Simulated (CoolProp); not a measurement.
The fluid at 298.15 K and 2.39 MPa flows at 0.052 m/s in a round tube of 2 mm bore and 15 µm roughness, fully developed (64/Re and Nu = 3.66 if laminar; Colebrook and Gnielinski if turbulent). The same conditions are run with several fluids, on thermodynamics alone (safety and materials aside).

Computed with CoolProp (reference Helmholtz-energy equation of state of each fluid (R141b: Lemmon 2006; toluene: Lemmon 2006; CH2F2 (R32): Tillner-Roth 1997; R236EA: Rui 2013; R134a: Tillner-Roth 1994)).

Task: Rank R141b, toluene, CH2F2 (R32), R236EA, R134a by Reynolds number, highest first.

Result: CH2F2 (R32) (887), R134a (629), R236EA (374), R141b (308), toluene (160)

| fluid | Darcy friction factor | pressure drop (Pa/m) | heat-transfer coefficient (W/(m² K)) | mass flow (kg/h) |
|---|---|---|---|---|
| R141b | 0.208 | 174 | 168 | 0.728 |
| toluene | 0.401 | 234 | 240 | 0.508 |
| CH2F2 (R32) | 0.0722 | 47.1 | 247 | 0.568 |
| R236EA | 0.171 | 166 | 148 | 0.844 |
| R134a | 0.102 | 83.7 | 151 | 0.716 |

Transport values come from each fluid's own correlations; those of R141b, CH2F2 (R32), R236EA, R134a are estimates that may be off by 10 % or more.
